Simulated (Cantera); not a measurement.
A perfectly stirred reactor is fed with 39.8 % H2, 11.7 % O2, 44.2 % N2, 4.38 % H2O, equivalence ratio 1.7, at 1.00 atm; it is adiabatic with a 625 K inlet, and is followed from long to short residence time, starting on the burning branch (τ in s: 0.046, 0.022, 0.011, 0.0053, 0.0026, 0.0013, 0.00062, 0.0003, 0.00015, 7.2e-05, 3.5e-05).

Computed with Cantera and the H2/O2 subset of GRI-Mech 3.0, which has no nitrogen chemistry.

x: mole fraction; the columns are a selection and need not sum to one.

```tsv
τ (s)	T (K)	x H2	x O2	x H2O	x H	x O	x HO2
0.046	2295	0.183	5.45e-5	0.311	0.00656	4.41e-5	3.53e-8
0.022	2282	0.182	___	0.310	___	___	___
0.011	2263	0.181	0.000144	0.309	0.0107	0.000115	1.06e-7
0.0053	2234	0.179	0.000244	0.307	0.0144	0.000204	1.90e-7
0.0026	2195	0.177	0.000413	0.305	0.0195	0.000361	3.28e-7
0.0013	2143	0.174	0.000687	0.301	0.0260	0.000616	5.41e-7
0.00062	2071	0.171	0.00117	0.297	0.0350	0.00104	9.04e-7
0.00030	1982	0.166	0.00192	0.291	0.0460	0.00165	1.49e-6
0.00015	1880	0.162	0.00304	0.285	0.0583	0.00238	2.43e-6
7.2e-5	1758	0.158	0.00497	0.278	0.0723	0.00323	4.27e-6
3.5e-5	1625	0.157	___	0.268	___	___	___
```

Question: Complete the blanks.

Answer: 
- 0.022, x O2: 8.84e-5
- 0.022, x H: 0.00826
- 0.022, x O: 6.93e-5
- 0.022, x HO2: 6.06e-8
- 3.5e-5, x O2: 0.00852
- 3.5e-5, x H: 0.0848
- 3.5e-5, x O: 0.00402
- 3.5e-5, x HO2: 8.16e-6
